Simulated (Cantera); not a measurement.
Input: 1 mol SiCl4, 85 mol N2, 48 mol NH3, at 140 Pa.

Method: chemical equilibrium by Gibbs-energy minimisation in Cantera with the NASA 1993 tables (ideal gas, pure condensed phases). Candidate condensed phases: NH4Cl, Si, Si3N4; 28 gas species. The tables' values for SiCl, SiN are old estimates; treat these amounts as uncertain. Gases not in the tables: Si2H6 and higher silanes. Rates play no part.

x: gas mole fraction; n: condensed amount in mol.

| T (K) | x N2 | x H2 | x HCl | x H | x Si | x SiCl2 | x Cl | n Si3N4(s) | n Si(s) | n Si(l) |
|---|---|---|---|---|---|---|---|---|---|---|
| 773 | 0.594 | 0.384 | 0.0219 | 1.50e-11 | <1e-12 | ? | <1e-12 | 0.333 | 0 | 0 |
| 873 | 0.594 | 0.384 | 0.0219 | 7.75e-10 | <1e-12 | ? | 4.38e-11 | 0.333 | 0 | 0 |
| 973 | 0.594 | 0.384 | 0.0219 | 1.79e-8 | <1e-12 | ? | 9.64e-10 | 0.333 | 0 | 0 |
| 1073 | 0.594 | 0.384 | 0.0219 | 2.32e-7 | <1e-12 | ? | 1.20e-8 | 0.333 | 0 | 0 |
| 1173 | 0.594 | 0.384 | 0.0219 | 1.95e-6 | <1e-12 | ? | 9.75e-8 | 0.333 | 0 | 0 |
| 1273 | 0.594 | 0.384 | 0.0219 | 1.18e-5 | 5.64e-11 | ? | 5.72e-7 | 0.332 | 0 | 0 |
| 1373 | 0.594 | 0.384 | 0.0218 | 5.51e-5 | 6.62e-9 | ? | 2.59e-6 | 0.328 | 0 | 0 |
| 1473 | 0.594 | 0.384 | 0.0212 | 0.000210 | 4.04e-7 | ? | 9.36e-6 | 0.310 | 0 | 0 |
| 1573 | 0.594 | 0.384 | 0.0194 | 0.000674 | 1.45e-5 | ? | 2.71e-5 | 0.257 | 0 | 0 |
| 1673 | 0.595 | 0.384 | 0.0166 | 0.00189 | 0.000298 | ? | 6.35e-5 | 0 | 0.454 | 0 |
| 1773 | 0.593 | 0.381 | 0.0167 | 0.00469 | 0.00152 | ? | 0.000158 | 0 | 0 | 0.227 |
| 1873 | 0.590 | 0.375 | 0.0182 | 0.0106 | 0.00356 | ? | 0.000389 | 0 | 0 | 0 |

Q: Fill in the missing entries.

A: 
- 773, x SiCl2: 1.29e-12
- 873, x SiCl2: 1.48e-10
- 973, x SiCl2: 6.39e-9
- 1073, x SiCl2: 1.36e-7
- 1173, x SiCl2: 1.70e-6
- 1273, x SiCl2: 1.41e-5
- 1373, x SiCl2: 8.48e-5
- 1473, x SiCl2: 0.000378
- 1573, x SiCl2: 0.00122
- 1673, x SiCl2: 0.00257
- 1773, x SiCl2: 0.00236
- 1873, x SiCl2: 0.00140
